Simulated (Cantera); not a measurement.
Cantera with NASA thermochemical tables; ideal gases at 1 bar, condensed phases pure. Values are per mole of reaction as written; species without (g) are pure solids or liquids, kept so even where they would boil at 1 bar.

N2(g) + 2 NO2(g) = 4 NO(g)

| T (K) | ΔH° (kJ) | ΔS° (J/K) | ΔG° (kJ) | log10 K |
|---|---|---|---|---|
| 1648 | 296.3 | 174.9 | 8.0 | -0.25 |
| 1798 | 295.5 | 174.5 | -18.2 | 0.53 |
| 1948 | 294.7 | 174.0 | -44.3 | 1.19 |
| 2098 | ? | ? | ? | ? |
| 2248 | 293.0 | 173.2 | -96.4 | 2.24 |
| 2398 | 292.0 | 172.8 | -122.3 | 2.67 |
| 2548 | ? | ? | ? | ? |
| 2698 | ? | ? | ? | ? |

### Question
Fill in the missing entries.

### Answer

- 2098, ΔH° (kJ): 293.9
- 2098, ΔS° (J/K): 173.6
- 2098, ΔG° (kJ): -70.4
- 2098, log10 K: 1.75
- 2548, ΔH° (kJ): 290.9
- 2548, ΔS° (J/K): 172.3
- 2548, ΔG° (kJ): -148.2
- 2548, log10 K: 3.04
- 2698, ΔH° (kJ): 289.8
- 2698, ΔS° (J/K): 171.9
- 2698, ΔG° (kJ): -174.1
- 2698, log10 K: 3.37
